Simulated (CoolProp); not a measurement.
Aqueous magnesium chloride as a coolant, at -1 °C, 1 atm.

Values from CoolProp's Melinder's fits for secondary coolants.

```csv
mass %,freezing point (°C),cp (kJ/(kg K)),Prandtl number,conductivity (W/(m K)),density (kg/m³)
5.1,-3.1,3.867,16.1,0.550,1045
6.9,-4.6,3.755,16.9,0.546,1061
8.6,-6.4,3.653,18.0,0.542,1076
10.4,-8.9,3.548,19.6,0.537,1093
12.2,-11.7,3.447,21.3,0.533,[?]
13.9,-14.7,3.354,22.8,0.528,1125
15.7,-18.2,[?],24.1,0.524,1141
17.5,-22.2,[?],25.6,0.519,[?]
19.2,[?],3.088,28.3,0.515,1175
21,-31.9,3.007,35.3,[?],1193
22.8,-38.7,[?],[?],0.501,1214
```

Task: What belongs in the gaps?

Result: 
- 12.2, density (kg/m³): 1109
- 15.7, cp (kJ/(kg K)): 3.259
- 17.5, cp (kJ/(kg K)): 3.169
- 17.5, density (kg/m³): 1158
- 19.2, freezing point (°C): -26.4
- 21, conductivity (W/(m K)): 0.509
- 22.8, cp (kJ/(kg K)): 2.930
- 22.8, Prandtl number: 56.0
